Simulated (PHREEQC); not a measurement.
PHREEQC input (ion-association model, wateq4f.dat):

```
SOLUTION_MASTER_SPECIES
  An  An-  0  An  62.0  # stands for a non-complexing anion
SOLUTION_SPECIES
  An- = An-
    -log_k 0
    -gamma 3.0 0
PHASES
  Fix_H+
    H+ = H+
    -log_k 0
SOLUTION 1
  temp 25
  units mmol/kgw
  pH 7 charge
  As(3) 1.3
  Na 51.3
  An 50
END
SELECTED_OUTPUT 1
  -reset false
  -pH true
  -pe true
  -ionic_strength true
  -water true
  -totals As Na As(3) As(5)
  -molalities Hfo_wOH Hfo_wOH2+ Hfo_wO- Hfo_sOH Hfo_sOH2+ Hfo_sO- Hfo_wH2AsO3
  -saturation_indices Arsenolite
USER_PUNCH 1
  -headings sigma psi
  10 PUNCH EDL("sigma", "Hfo"), EDL("psi", "Hfo")
PRINT
  -reset false
USE solution 1
SURFACE 1
  Hfo_wOH 0.00170787 600 0.76
  Hfo_sOH 4.26966e-05
EQUILIBRIUM_PHASES 1
  Fix_H+ -3 HAn 10
    -force_equality true
END
# ... the last block is repeated for the other 12 points of pH, with NaOH or the acid as the point needs
```

Selected output (columns that matter, 13 of 13 rows; pH added in front):

```
pH	mu	As	Na	m_Hfo_wOH	m_Hfo_wOH2+	m_Hfo_wO-	m_Hfo_sOH	m_Hfo_sOH2+	m_Hfo_sO-	m_Hfo_wH2AsO3	si_Arsenolite	sigma	psi
3	0.052907	0.00042485	0.051299	7.9073e-06	0.0008248	1.7366e-09	4.0543e-07	4.229e-05	8.9041e-11	0.00087513	-5.3511	0.18349	0.13438
3.67	0.051884	0.00023702	0.051299	1.7212e-05	0.00062766	1.0813e-08	1.1396e-06	4.1555e-05	7.159e-10	0.001063	-5.8579	0.14161	0.12175
4.33	0.051617	0.00011798	0.051299	3.845e-05	0.00048732	6.9499e-08	3.122e-06	3.9568e-05	5.643e-09	0.001182	-6.4638	0.11148	0.10986
5	0.051516	5.5422e-05	0.051299	8.619e-05	0.00037664	4.5185e-07	7.9432e-06	3.4711e-05	4.1642e-08	0.0012445	-7.1201	0.086943	0.09758
5.67	0.051451	3.0191e-05	0.051299	0.00016148	0.00027439	2.1772e-06	1.5739e-05	2.6744e-05	2.122e-07	0.0012698	-7.648	0.063218	0.082213
6.33	0.051397	2.0796e-05	0.051299	0.00023652	0.00018521	6.9193e-06	2.3558e-05	1.8448e-05	6.8919e-07	0.0012792	-7.9731	0.041488	0.063072
7	0.051354	1.704e-05	0.051299	0.00029148	0.00011675	1.6671e-05	2.9289e-05	1.1731e-05	1.6752e-06	0.0012829	-8.1521	0.023305	0.040662
7.67	0.051319	1.6023e-05	0.051299	0.00032012	7.0427e-05	3.3334e-05	3.2244e-05	7.0937e-06	3.3576e-06	0.0012839	-8.2328	0.0086387	0.01642
8.33	0.051289	1.7938e-05	0.051299	0.00032555	4.0931e-05	5.9317e-05	3.2643e-05	4.1042e-06	5.9479e-06	0.001282	-8.2487	-0.0042835	-0.0082485
9	0.051255	2.9153e-05	0.051299	0.00031351	2.2235e-05	0.00010127	3.063e-05	2.1723e-06	9.8937e-06	0.0012708	-8.2236	-0.018365	-0.033174
9.67	0.051212	7.8897e-05	0.051299	0.00030218	1.213e-05	0.00017245	2.6505e-05	1.064e-06	1.5126e-05	0.0012211	-8.2263	-0.036915	-0.058186
10.33	0.051141	0.00023979	0.051299	0.00033397	8.369e-06	0.00030531	2.2017e-05	5.5172e-07	2.0127e-05	0.0010601	-8.4359	-0.067005	-0.085124
11	0.052103	0.00058285	0.052394	0.00041799	7.076e-06	0.00056565	1.8014e-05	3.0495e-07	2.4377e-05	0.00071708	-8.9704	-0.12333	-0.11468
```

Species that the database lacks are ignored. The oxide is taken as insoluble; below pH 4 it would dissolve.
